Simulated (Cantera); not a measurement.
A closed system holds: 1 mol TiO₂, 290 mol H₂, 0.16 mol H₂O, at 1573 K and 1330 Pa.

Cantera equilibrium calculation (NASA polynomials, part measured and part estimated; ideal gas, pure solids and liquids). Candidate condensed phases: H₂O, Ti, TiO, TiO₂, Ti₂O₃, Ti₃O₅, Ti₄O₇; 12 gas species. Equilibrium is a limit: real reactors are often held back by kinetics, nucleation or transport.

Base state: H₂ 0.998, H₂O 0.00170, H 0.000352 (mole fractions); condensed: Ti₃O₅(s).

What changes in the equilibrium state with this change: temperature from 1573 K to 1973.15 K?


| species | before | after |
|---|---|---|
| H₂ | 0.998 | 0.986 |
| H | 0.000352 | 0.0116 |
| H₂O | 0.00170 | 0.00226 |
| TiO | <1e-9 | 1.14e-5 |
| Ti₃O₅(s), mol | 0.333 | 0 |
| Ti₂O₃(s), mol | 0 | 0.498 |
